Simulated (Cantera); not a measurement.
## Ignition delay

Mixture: CH₄ : C₂H₆ : C₃H₈ : O₂ : N₂ : H₂O = 1 : 0.25 : 0.3 : 8.1 : 30.5 : 0.24 (molar parts), at 3.70 bar, adiabatic and at constant volume. Ignition delay is the time to a rise of 400 K.

Computed with Cantera and GRI-Mech 3.0 (53 species, 325 reactions). GRI-Mech 3.0 was tuned for natural gas; its chemistry of propane as a main component is partial and can be far from experiment.

```
T0 (K)  delay (ms)
------  ----------
1298         0.292
1373         0.122
1448        0.0572
1523        0.0296
1598        0.0168
1673        0.0104
1748       0.00690
1823       0.00486
```

| Property | Result |
|---|---|
| apparent activation energy between 1673 and 1823 K | 130 kJ/mol |
